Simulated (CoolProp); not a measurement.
Ethylene at several states: fugacity coefficient from the reference equation and from simpler models built on Tc = 282.4 K, pc = 50.42 bar, ω = 0.087; each cubic takes its own stable root.

The numbers come from the reference Helmholtz-energy equation of state, Smukala 2000 in CoolProp.

| T (K) | p (bar) | phase | reference | van der Waals | Redlich-Kwong | Peng-Robinson |
|---|---|---|---|---|---|---|
| 330.4 | 55.2 | supercritical | 0.7867 | 0.7845 | 0.7803 | 0.7625 |
| 315.7 | 0.348 | gas | 0.9984 | 0.9984 | 0.9983 | 0.9981 |
| 143.7 | 0.194 | liquid | 0.8383 | 0.9947 | 0.7434 | 0.8841 |
| 439.8 | 0.413 | gas | 0.9994 | 0.9992 | 0.9993 | 0.9992 |

At some of these states van der Waals gives the other phase, because its saturation line lies elsewhere.
